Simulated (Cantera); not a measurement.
Gas mixture: 100 % CO, at 8.25 Torr, frozen composition.

Cantera's kinetic-theory transport with the Lennard-Jones parameters of GRI-Mech 3.0, ideal gas; thermal conductivity in the mixture-averaged form.

D: mixture-averaged diffusion coefficient of that species in the mixture.

```
T (K)  ρ (kg/m³)  cp (J/kg/K)  μ (µPa s)  λ (mW/m/K)     Pr  D (cm²/s) O  D (cm²/s) C2H2  D (cm²/s) H2
-----  ---------  -----------  ---------  ----------  -----  -----------  --------------  ------------
400      0.00926         1049       22.0        31.7  0.726         48.7            25.6           116
600      0.00618         1086       29.1        44.2  0.715         96.9            52.1           228
800      0.00463         1139        [?]         [?]  0.715          [?]             [?]           [?]
1000     0.00371         1184       40.8        67.5  0.715          228             124           534
1200     0.00309         1219       45.9        78.3  0.715          308             169           722
1400     0.00265         1246        [?]         [?]  0.714          [?]             [?]           [?]
```

Problem. Fill in the missing entries.

Solution. 
- 800, μ (µPa s): 35.2
- 800, λ (mW/m/K): 56.1
- 800, D (cm²/s) O: 157
- 800, D (cm²/s) C2H2: 85.2
- 800, D (cm²/s) H2: 369
- 1400, μ (µPa s): 50.8
- 1400, λ (mW/m/K): 88.6
- 1400, D (cm²/s) O: 398
- 1400, D (cm²/s) C2H2: 218
- 1400, D (cm²/s) H2: 932
